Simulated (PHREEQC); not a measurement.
A solution holds 0.16 mol/kgw H2SO4 and 0.0051 mol/kgw CuSO4, at 25 °C. Closed to the air; pH follows from the charge balance.

The numbers come from PHREEQC with the ion-association model, phreeqc.dat.

| Quantity | Result |
|---|---|
| pH | 0.84 |
| ionic strength | 0.218 mol/kgw |
| activity of water | 0.994 |
| specific conductance | 58000 µS/cm |
| density | 1.008 g/cm³ |
| total alkalinity | -320 meq/kg |

| species | molality | activity | log γ |
|---|---|---|---|
| H+ | 0.182 | 0.145 | -0.100 |
| HSO4- | 0.138 | 0.102 | -0.129 |
| SO4-2 | 0.0257 | 0.00728 | -0.548 |
| Cu+2 | 0.00352 | 0.00112 | -0.496 |
| CuSO4 | 0.00158 | 0.00167 | 0.022 |

Precipitation was switched off in this run.
